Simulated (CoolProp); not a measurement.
A single-stage vapour-compression cycle with propane: evaporating at 194.15 K (dew point), condensing at 253.15 K (bubble point), superheat 10 K, subcooling 2 K, compressor efficiency 0.85, no pressure losses. Each further row changes one setting.

Computed with CoolProp (reference Helmholtz-energy equation of state, Lemmon 2009).

```json
[
 {"case": "as stated", "cooling COP": "2.23", "pressure ratio": "17.5", "discharge temperature (K)": "312.0", "refrigerating effect (kJ/kg)": "348", "volumetric capacity (kJ/m³)": "127"},
 {"case": "evaporating temperature 199.15 K", "cooling COP": "2.56", "pressure ratio": "12.8", "discharge temperature (K)": "305.5", "refrigerating effect (kJ/kg)": "354", "volumetric capacity (kJ/m³)": "174"},
 {"case": "condensing temperature 248.15 K", "cooling COP": "2.49", "pressure ratio": "14.6", "discharge temperature (K)": "304.7", "refrigerating effect (kJ/kg)": "359", "volumetric capacity (kJ/m³)": "131"},
 {"case": "subcooling 7 K", "cooling COP": "2.31", "pressure ratio": "17.5", "discharge temperature (K)": "312.0", "refrigerating effect (kJ/kg)": "359", "volumetric capacity (kJ/m³)": "131"},
 {"case": "superheat 20 K", "cooling COP": "2.22", "pressure ratio": "17.5", "discharge temperature (K)": "323.2", "refrigerating effect (kJ/kg)": "361", "volumetric capacity (kJ/m³)": "125"},
 {"case": "compressor efficiency 0.75", "cooling COP": "1.97", "pressure ratio": "17.5", "discharge temperature (K)": "323.5", "refrigerating effect (kJ/kg)": "348", "volumetric capacity (kJ/m³)": "127"}
]
```
